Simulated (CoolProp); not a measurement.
Saturation properties of carbonyl sulfide.

Computed with CoolProp (reference Helmholtz-energy equation of state, Lemmon 2006). It is a short technical equation, of lower accuracy than the large ones.

```tsv
T (K)	p (kPa)	vapour density (kg/m³)	liquid cp (kJ/(kg K))
197.9	26.79	0.9888	1.164
201.7	[?]	1.218	1.166
205.5	41.67	[?]	1.168
209.3	51.27	1.802	1.170
213.2	62.88	2.175	1.173
217	76.11	2.595	1.176
220.8	[?]	[?]	1.179
224.7	109.6	3.634	1.184
228.5	129.9	4.252	1.188
232.3	153.0	4.947	1.193
236.1	[?]	5.726	1.198
240	209.5	6.619	1.204
243.8	242.6	7.588	1.210
247.6	279.6	8.661	[?]
```

Problem. Complete the blanks.

Solution. 
- 201.7, p (kPa): 33.57
- 205.5, vapour density (kg/m³): 1.488
- 220.8, p (kPa): 91.45
- 220.8, vapour density (kg/m³): 3.074
- 236.1, p (kPa): 179.2
- 247.6, liquid cp (kJ/(kg K)): 1.217

It boils at 223.0 K under 1 atm.
